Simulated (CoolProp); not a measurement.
Model: reference Helmholtz-energy equation of state, Akasaka 2024, in CoolProp.

Task: Give the vapour pressure (MPa), enthalpy of vaporisation (kJ/kg), vapour Z of saturated R1132(E) at 253.6, 261.6 K.

Result: 
| T (K) | p (MPa) | enthalpy of vaporisation (kJ/kg) | vapour Z |
|---|---|---|---|
| 253.6 | 0.422 | 275 | 0.909 |
| 261.6 | 0.560 | 265 | 0.890 |
